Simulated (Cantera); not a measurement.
A freely propagating, adiabatic, planar premixed flame of CH4 : C2H6 : O2 : N2 : H2 = 1 : 0.21 : 2.1 : 7.91 : 0.045 (molar parts), unburnt at 600 K and 0.860 bar; mixture-averaged transport, grid criteria slope 0.08 and curve 0.16, no radiation.

Detailed kinetics in Cantera: GRI-Mech 3.0 (53 species, 325 reactions). Burning velocities carry a grid error of a few per cent, more on coarse grids.

x: mole fraction of selected species; z is measured from the peak of heat release.

| z (mm) | T (K) | u (m/s) | x CH4 | x C2H6 | x O2 | x HCO | x CH2 | x NO |
|---|---|---|---|---|---|---|---|---|
| -1.21 | 600 | 1.12 | 0.0885 | 0.0186 | 0.186 | <1e-8 | <1e-8 | <1e-8 |
| -0.805 | 603 | 1.13 | 0.0880 | 0.0185 | 0.185 | <1e-8 | <1e-8 | 1.07e-8 |
| -0.604 | 616 | 1.16 | 0.0868 | 0.0184 | 0.183 | <1e-8 | <1e-8 | 6.31e-8 |
| -0.403 | ? | 1.33 | 0.0817 | 0.0177 | 0.176 | <1e-8 | <1e-8 | ? |
| -0.201 | 1133 | 2.21 | 0.0576 | 0.0120 | 0.136 | 1.65e-6 | 4.16e-7 | 5.52e-6 |
| -0.101 | 1532 | 3.04 | 0.0330 | 0.00455 | 0.0918 | 2.55e-5 | 1.57e-5 | 1.25e-5 |
| 0 | 1885 | 3.79 | 0.00975 | 0.000290 | 0.0449 | 6.20e-5 | 9.80e-5 | 2.48e-5 |
| 0.101 | 2056 | 4.15 | 0.00134 | 3.03e-6 | 0.0174 | 3.21e-5 | 7.17e-5 | 4.37e-5 |
| 0.201 | 2106 | 4.24 | 0.000122 | 2.48e-8 | 0.00688 | 5.90e-6 | 1.39e-5 | 6.22e-5 |
| 0.403 | 2130 | 4.28 | ? | <1e-8 | ? | ? | ? | ? |
| 0.805 | 2152 | 4.31 | <1e-8 | <1e-8 | 0.00149 | 1.20e-7 | <1e-8 | 9.20e-5 |
| 1.61 | 2179 | 4.35 | <1e-8 | <1e-8 | 0.00107 | 9.79e-8 | <1e-8 | 9.74e-5 |
| 3.22 | 2210 | 4.41 | <1e-8 | <1e-8 | 0.000643 | 7.32e-8 | <1e-8 | 0.000103 |

Task: Complete the blanks.

Result: 
- -0.403, T (K): 698
- -0.403, x NO: 5.67e-7
- 0.403, x CH4: 1.15e-6
- 0.403, x O2: 0.00234
- 0.403, x HCO: 2.20e-7
- 0.403, x CH2: 2.27e-7
- 0.403, x NO: 8.15e-5
